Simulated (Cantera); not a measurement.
# Premixed flame

A freely propagating, adiabatic, planar premixed flame of 48.0 % H2, 10.9 % O2, 41.1 % N2, unburnt at 450 K and 8.29 atm; unity-Lewis-number transport, grid criteria slope 0.08 and curve 0.16, no radiation.

Detailed kinetics in Cantera: the H2/O2 subset of GRI-Mech 3.0, which has no nitrogen chemistry. The hydrogen kinetics of GRI-Mech 3.0 are dated; newer H2 mechanisms differ, most at raised pressure. Unity Lewis numbers drop preferential diffusion, which matters most where H2 and H carry the flame. Burning velocities carry a grid error of a few per cent, more on coarse grids.

```
z (mm)    T (K)  u (m/s)   x H2      x O2   x H2O2      x OH       x O     x H2O
--------  -----  -------  -----  --------  -------  --------  --------  --------
-0.0942     450     2.98  0.480     0.109  5.28e-8     <1e-8     <1e-8   1.47e-5
-0.0628     451     2.98  0.480     0.109  4.47e-7     <1e-8     <1e-8  0.000125
-0.0471     454     3.00  0.480     0.109  1.58e-6     <1e-8   1.25e-8  0.000447
-0.0314     475     3.13  0.478     0.108  9.88e-6     <1e-8   1.62e-7   0.00302
-0.0157     694     4.52  0.457    0.0949  5.76e-5   1.82e-5   1.20e-5    0.0303
-0.00785   1049     6.68  0.418    0.0725  6.02e-5  0.000360  0.000152    0.0794
0          1434     8.89  0.356    0.0414  1.62e-5   0.00106  0.000658     0.147
0.00785    1676     10.2  0.305    0.0173  2.77e-6   0.00187  0.000760     0.199
0.0157     1803     10.9  0.283   0.00638  1.36e-6   0.00226  0.000491     0.223
0.0314     1915     11.5  0.278  0.000983  5.28e-7   0.00218  0.000208     0.236
0.0628     1997     11.9  0.283   7.84e-5  1.85e-7   0.00159   7.91e-5     0.240
0.126      2052     12.2  0.288   1.19e-5  6.92e-8  0.000978   2.62e-5     0.242
0.251      2083     12.3  0.291   3.46e-6  2.47e-8  0.000559   8.04e-6     0.243
```
x: mole fraction of selected species; z is measured from the peak of heat release.

| Item | Value |
|---|---|
| laminar burning velocity | 298 cm/s |
| thermal thickness | 0.0314 mm |
| peak x(H2O2) | 6.73e-5 |
| peak x(OH) | 0.00231 |
| peak x(O) | 0.000805 |
| grid points | 108 |
